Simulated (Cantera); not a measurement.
What does this Cantera script print?

```python
import numpy as np
import cantera as ct

gas_names = """
    H HO2 H2 H2O H2O2 O OH O2 O3 Ti TiO TiO2
""".split()
cond_names = """
    H2O(s) H2O(L) Ti(a) Ti(b) Ti(L) TiO(a) TiO(b) TiO(L) TiO2(ru) TiO2(L) Ti2O3(a) Ti2O3(b) Ti2O3(L)
    Ti3O5(a) Ti3O5(b) Ti3O5(L) Ti4O7(s) Ti4O7(L)
""".split()


def load(file, names, dense=False):
    # The tables refer to 1 bar. Condensed volumes are neglected.
    table = {s.name: s for s in ct.Species.list_from_file(file)}
    out = []
    for n in names:
        d = dict(table[n].input_data)
        d["thermo"] = dict(d["thermo"], **{"reference-pressure": 1e5})
        if dense:
            d["equation-of-state"] = {"model": "constant-volume", "density": "1e6 g/cm^3"}
        out.append(ct.Species.from_dict(d))
    return out


gas = ct.Solution(thermo="ideal-gas", species=load("nasa_gas.yaml", gas_names))
cond = {s.name: ct.Solution(thermo="fixed-stoichiometry", species=[s], name=s.name)
        for s in load("nasa_condensed.yaml", cond_names, dense=True)}
atoms = {
    'TiO2': {'Ti': 1, 'O': 2},
    'H2': {'H': 2},
}
top_T = {}  # K; cautious upper limits of use, not melting points


def equilibrate(T, P, feed):
    n = {}
    for name, mol in feed.items():
        for a, k in atoms[name].items():
            n[a] = n.get(a, 0.0) + k * mol
    gas.TPX = T, P, n
    mass = sum(n.values()) * gas.mean_molecular_weight
    gas.equilibrate("TP")
    valid = [c for c in cond.values() if c.min_temp <= T <= top_T.get(c.name, c.max_temp)]
    mix = ct.Mixture([(gas, mass / gas.mean_molecular_weight)] + [(c, 0.0) for c in valid])
    mix.T, mix.P = T, P
    mix.equilibrate("TP", solver="vcs", rtol=1e-11, max_steps=5000)
    return mix


results = []
T = 1323  # K
P = 26000  # Pa
for m in [76, 100, 130, 160, 180, 210, 240, 260, 290, 320, 340, 370]:
    feed = {'TiO2': 1, 'H2': m}  # mol
    mix = equilibrate(T, P, feed)
    results.append((T, P, feed, dict(zip(mix.species_names, mix.species_moles))))

top = {s: max(r[3][s] / sum(r[3][g] for g in gas_names) for r in results) for s in gas_names}
cols = sorted((s for s in top if top[s] > 1e-05), key=lambda s: -top[s])[:6]
seen = [c for c in cond_names if any(r[3].get(c, 0) > 1e-12 for r in results)]
print("log10 of partial pressures in bar; condensed amounts in mol")
print(f"{'n(H2)':>10s}" + "".join(f"{s[:9]:>10s}" for s in cols + seen))
for T, P, feed, n in results:
    ng = sum(n[g] for g in gas_names)
    print(f"{feed['H2']:10.4g}" + "".join(f"{np.log10(max(n[s] / ng * P / 1e5, 1e-99)):10.3f}" for s in cols)
          + "".join(f"{n.get(c, 0):10.4g}" for c in seen))
```

It prints:

```
log10 of partial pressures in bar; condensed amounts in mol
     n(H2)        H2       H2O  Ti3O5(b)  Ti4O7(s)
        76    -0.586    -3.068         0      0.25
       100    -0.586    -3.187         0      0.25
       130    -0.586    -3.301         0      0.25
       160    -0.586    -3.391         0      0.25
       180    -0.586    -3.442         0      0.25
       210    -0.586    -3.509         0      0.25
       240    -0.585    -3.567         0      0.25
       260    -0.585    -3.602         0      0.25
       290    -0.585    -3.649         0      0.25
       320    -0.585    -3.692         0      0.25
       340    -0.585    -3.699   0.04678    0.2149
       370    -0.585    -3.699    0.1391    0.1456
```

Method: chemical equilibrium by Gibbs-energy minimisation in Cantera with the NASA 1993 tables (ideal gas, pure condensed phases). Mutual solubility and eutectic melting of coexisting phases are not modelled. Condensed phases not in the tables: Magnéli phases beyond Ti4O7.
